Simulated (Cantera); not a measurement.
Input (Python, Cantera) and output of one run.

```python
import numpy as np
import cantera as ct

gas_names = [...]  # 114 gases of nasa_gas.yaml made of C, Fe, H, O
cond_names = """
    C(gr) C6H6(L) C7H8(L) C8H18(L),n-octa Fe(a) Fe(c) Fe(d) Fe(L) FeC5O5(L) FeO(s) FeO(L) Fe(OH)2(s)
    Fe(OH)3(s) Fe2O3(s) Fe3O4(s) H2O(s) H2O(L)
""".split()


# ... load() reads the species with a 1 bar reference pressure and builds the phases ...
atoms = {
    'Fe(CO)5': {'Fe': 1, 'C': 5, 'O': 5},
    'H2': {'H': 2},
    'O2': {'O': 2},
}
top_T = {'C(gr)': 4500, 'Fe2O3(s)': 1830, 'Fe3O4(s)': 1870}  # K; cautious upper limits of use, not melting points


# ... equilibrate(T, P, feed) seeds the gas with the atoms and calls Mixture.equilibrate('TP', solver="vcs", rtol=1e-11, max_steps=5000) ...
results = []
T = 1073.15  # K
P = 4700  # Pa
for m in [3.1, 9.9, 17, 24, 30, 37, 44, 51, 58, 65, 71, 78]:
    feed = {'Fe(CO)5': 1, 'H2': m, 'O2': 0.022}  # mol
    mix = equilibrate(T, P, feed)
    results.append((T, P, feed, dict(zip(mix.species_names, mix.species_moles))))

top = {s: max(r[3][s] / sum(r[3][g] for g in gas_names) for r in results) for s in gas_names}
cols = sorted((s for s in top if top[s] > 1e-06), key=lambda s: -top[s])[:8]
seen = [c for c in cond_names if any(r[3].get(c, 0) > 1e-12 for r in results)]
print("log10 of partial pressures in bar; condensed amounts in mol")
print(f"{'n(H2)':>10s}" + "".join(f"{s[:9]:>10s}" for s in cols + seen))
for T, P, feed, n in results:
    ng = sum(n[g] for g in gas_names)
    print(f"{feed['H2']:10.4g}" + "".join(f"{np.log10(max(n[s] / ng * P / 1e5, 1e-99)):10.3f}" for s in cols)
          + "".join(f"{n.get(c, 0):10.4g}" for c in seen))
```

It prints:

```
log10 of partial pressures in bar; condensed amounts in mol
     n(H2)        H2        CO       CO2       H2O       CH4     Fe(a)
       3.1    -1.748    -1.540    -3.772    -4.015    -4.994         1
       9.9    -1.507    -1.804    -4.234    -3.971    -4.580         1
        17    -1.441    -1.973    -4.518    -4.021    -4.501         1
        24    -1.411    -2.094    -4.718    -4.070    -4.483         1
        30    -1.396    -2.175    -4.852    -4.107    -4.481         1
        37    -1.384    -2.255    -4.982    -4.145    -4.486         1
        44    -1.375    -2.322    -5.092    -4.179    -4.494         1
        51    -1.369    -2.380    -5.186    -4.209    -4.504         1
        58    -1.364    -2.432    -5.269    -4.236    -4.515         1
        65    -1.361    -2.478    -5.343    -4.260    -4.525         1
        71    -1.358    -2.514    -5.401    -4.280    -4.534         1
        78    -1.355    -2.552    -5.463    -4.300    -4.544         1
```

Cantera equilibrium calculation (NASA polynomials, part measured and part estimated; ideal gas, pure solids and liquids).
